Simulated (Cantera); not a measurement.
Input: 1 mol PbO, 0.35 mol CO, 0.31 mol H2, held at 1498.15 K and 0.000540 bar.

Equilibrium computed with Cantera from the NASA thermochemical tables; the gas is ideal and each condensed phase is pure. Gases not in the tables: (PbO)n polymers. Rates play no part.

| species | before | after |
|---|---|---|
| Pb | 0.411 | 0.367 |
| PbO | 0.185 | 0.294 |
| CO2 | 0.208 | 0.231 |
| H2O | 0.185 | 0.0791 |
| O2 | 0.00898 | 0.0283 |
| H2 | 0.000155 | 3.73e-5 |
| O | 1.61e-5 | 2.86e-5 |
| CO | 0.000451 | 0.000281 |
| OH | 0.000312 | 0.000272 |
Gas species are given as mole fractions.

Problem. Which change was made?
A) temperature from 1498.15 K to 750 K
B) pressure from 0.000540 bar to 0.340 bar
C) H2 from 0.31 to 0.12 mol
D) H2 from 0.31 to 0.67 mol

Solution. C, H2 from 0.31 to 0.12 mol
